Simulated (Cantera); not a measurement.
**Adiabatic ignition**

An adiabatic, constant-volume homogeneous reactor starts with H2 : O2 : N2 : NO = 1 : 1.56 : 5.88 : 0.017 (molar parts), at 1823 K and 100000 Pa.

Computed with Cantera and GRI-Mech 3.0 (53 species, 325 reactions).

```tsv
t (s)	T (K)	P (bar)	x H2	x O2	x NO	x O	x H
1.00e-6	1823	1.000	0.118	0.184	0.00201	1.89e-6	5.64e-6
3.89e-6	1823	1.00	0.116	0.183	0.00201	0.000373	0.00100
1.52e-5	1999	1.09	0.0113	0.116	0.00205	0.0360	0.0272
5.90e-5	2379	1.26	0.00704	0.119	0.00219	0.0204	0.00919
0.000230	2619	1.37	0.00297	0.125	0.00292	0.00819	0.00207
0.000894	2620	1.37	0.00284	0.124	0.00554	0.00773	0.00191
0.00348	2609	1.36	0.00275	0.120	0.0125	0.00725	0.00180
0.0136	2598	1.35	0.00266	0.118	0.0190	0.00682	0.00170
0.0528	2597	1.35	0.00266	0.117	0.0195	0.00679	0.00169
0.205	2597	1.35	0.00266	0.117	0.0195	0.00679	0.00169
0.800	2597	1.35	0.00266	0.117	0.0195	0.00679	0.00169
```
x: mole fraction; the columns are a selection and need not sum to one.

```yaml
time_of_steepest_temperature_rise: 7.52 µs
temperature at 0.800 s: 2597 K
equilibrium_temperature: 2597 K
x(H2) at 0.800 s: 0.00266 (gas-phase equilibrium 0.00266)
x(O2) at 0.800 s: 0.117 (gas-phase equilibrium 0.117)
x(NO) at 0.800 s: 0.0195 (gas-phase equilibrium 0.0195)
```
